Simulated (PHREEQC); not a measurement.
## Arsenic or selenium liquor: speciation

Consider water at 20 °C with 0.8 mmol/kgw H3AsO4 and 0.92 mmol/kgw HCl. Closed to the air; pH follows from the charge balance.

Computed with PHREEQC (ion-association model, wateq4f.dat).

Each row changes one thing in this solution. Precipitation was switched off in this run.

```csv
case,pH,ionic strength (mol/kgw),H2AsO4- (mol/kgw),H3AsO4 (mol/kgw),HAsO4-2 (mol/kgw)
as made,2.83,0.00155,0.000630,0.000170,3.26e-8
HCl replaced by CaCl2 at the same molality,3.17,0.00347,0.000714,8.57e-5,8.68e-8
H3AsO4 replaced by Na2HAsO4 at the same molality,3.99,0.00171,0.000785,1.45e-5,5.99e-7
temperature from 20 to 45 °C,2.84,0.00152,0.000600,0.000199,3.54e-8
diluted 2-fold with water,3.10,0.000810,0.000349,5.05e-5,3.32e-8
HCl from 0.00092 to 0.00046 mol/kgw,2.96,0.00113,0.000667,0.000133,4.64e-8
H3AsO4 from 0.0008 to 0.00016 mol/kgw,2.99,0.00105,0.000135,2.52e-5,9.98e-9
temperature from 20 to 30 °C,2.83,0.00154,0.000618,0.000182,3.38e-8
```

Complexes and solids missing from the database can't appear. At this temperature some constants are extrapolated from 25 °C, and those without enthalpy data are left unchanged. The database has no arsenate complexes of Ca.
